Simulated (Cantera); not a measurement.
A perfectly stirred reactor is fed with CO : O₂ : H₂O : N₂ = 0.0036 : 0.014 : 0.00026 : 1 (molar parts), equivalence ratio 0.13, at 5.00 bar; it is held at 1125 K, and followed from long to short residence time.

Cantera simulation using GRI-Mech 3.0 (53 species, 325 reactions); the numbers are that mechanism's predictions, not measurements.

What does this change do: 0.012 parts CH4 added?


```tsv
quantity	before	after
x(CO) at τ = 14.0 s	0.000347	0.00589
x(O₂) at τ = 14.0 s	0.0122	0.000922
x(H₂O) at τ = 14.0 s	0.000256	0.0127
x(H₂) at τ = 14.0 s	9.43e-8	0.00326
x(NO₂) at τ = 14.0 s	1.75e-7	1.54e-11
x(CO) at τ = 32.0 ms	0.00347	0.00350
x(O₂) at τ = 32.0 ms	0.0137	0.0136
x(H₂O) at τ = 32.0 ms	0.000255	0.000255
x(H₂) at τ = 32.0 ms	1.61e-7	2.99e-7
x(NO₂) at τ = 32.0 ms	2.49e-11	<1e-12
```

What does this change do: pressure from 5.00 bar to 0.480 bar?


| quantity | before | after |
|---|---|---|
| x(CO) at τ = 14.0 s | 0.000347 | 0.000106 |
| x(O₂) at τ = 14.0 s | 0.0122 | 0.0121 |
| x(H₂O) at τ = 14.0 s | 0.000256 | 0.000255 |
| x(H₂) at τ = 14.0 s | 9.43e-8 | 1.28e-7 |
| x(NO₂) at τ = 14.0 s | 1.75e-7 | 8.80e-9 |
| x(CO) at τ = 32.0 ms | 0.00347 | 0.00281 |
| x(O₂) at τ = 32.0 ms | 0.0137 | 0.0133 |
| x(H₂O) at τ = 32.0 ms | 0.000255 | 0.000247 |
| x(H₂) at τ = 32.0 ms | 1.61e-7 | 2.33e-6 |
| x(NO₂) at τ = 32.0 ms | 2.49e-11 | 4.07e-11 |
